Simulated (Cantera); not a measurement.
## Stirred combustor or abatement burner

A perfectly stirred reactor is fed with CH4 : H2 : O2 : N2 : H2O = 1 : 1.4 : 2.08 : 7.81 : 1.8 (molar parts), equivalence ratio 1.3, at 101000 Pa; it is adiabatic with a 350 K inlet, and is followed from long to short residence time, starting on the burning branch (τ in s: 0.45, 0.18, 0.075, 0.03, 0.012, 0.005, 0.002, 0.00083, 0.00034, 0.00014, 5.6e-05, 2.3e-05).

Model: GRI-Mech 3.0 (53 species, 325 reactions), integrated in Cantera.

```csv
τ (s),T (K),x CH4,x H2,x O2,x NO2,x C2H2,x C2H4,x HCN
0.45,1937,5.39e-5,0.0568,4.80e-5,3.06e-10,9.19e-7,2.05e-8,1.50e-6
0.18,1935,6.50e-5,0.0567,8.70e-5,4.55e-10,1.50e-6,4.21e-8,2.63e-6
0.075,1930,7.07e-5,0.0567,0.000150,6.63e-10,1.89e-6,6.90e-8,4.15e-6
0.030,1923,7.66e-5,0.0567,0.000265,9.55e-10,2.14e-6,1.04e-7,6.26e-6
0.012,1912,9.02e-5,0.0567,0.000476,1.30e-9,2.51e-6,1.58e-7,8.82e-6
0.0050,1897,0.000120,0.0567,0.000846,1.61e-9,3.31e-6,2.61e-7,1.13e-5
0.0020,1875,0.000186,0.0568,0.00156,1.81e-9,5.27e-6,5.21e-7,1.36e-5
0.00083,1846,0.000333,0.0571,0.00286,1.79e-9,1.01e-5,1.28e-6,1.52e-5
0.00034,1804,0.000745,0.0575,0.00571,1.56e-9,2.65e-5,4.79e-6,1.63e-5
0.00014,350,0.0710,0.0994,0.148,<1e-12,<1e-12,<1e-12,<1e-12
5.6e-5,350,0.0710,0.0994,0.148,<1e-12,<1e-12,<1e-12,<1e-12
2.3e-5,350,0.0710,0.0994,0.148,<1e-12,<1e-12,<1e-12,<1e-12
```
x: mole fraction; the columns are a selection and need not sum to one.
